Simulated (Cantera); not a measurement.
Mixture: CH₄ : C₂H₆ : O₂ : N₂ : H₂O = 1 : 0.076 : 1.51 : 5.68 : 1.3 (molar parts), equivalence ratio 1.5, at 2930 Torr, adiabatic and at constant pressure. Ignition delay is the time to a rise of 400 K.

Model: GRI-Mech 3.0 (53 species, 325 reactions), integrated in Cantera.

Question: What does this change do: pressure from 2930 Torr to 405 Torr?

Answer: 
| quantity | before | after |
|---|---|---|
| delay at 1298 K | 1.39 ms | 7.25 ms |
| delay at 1348 K | 0.885 ms | 4.13 ms |
| delay at 1398 K | 0.560 ms | 2.36 ms |
| delay at 1448 K | 0.353 ms | 1.37 ms |
| delay at 1498 K | 0.223 ms | 0.814 ms |
| delay at 1548 K | 0.142 ms | 0.500 ms |
| delay at 1598 K | 91.5 µs | 0.320 ms |
| apparent activation energy between 1498 and 1598 K | 180 kJ/mol | 190 kJ/mol |
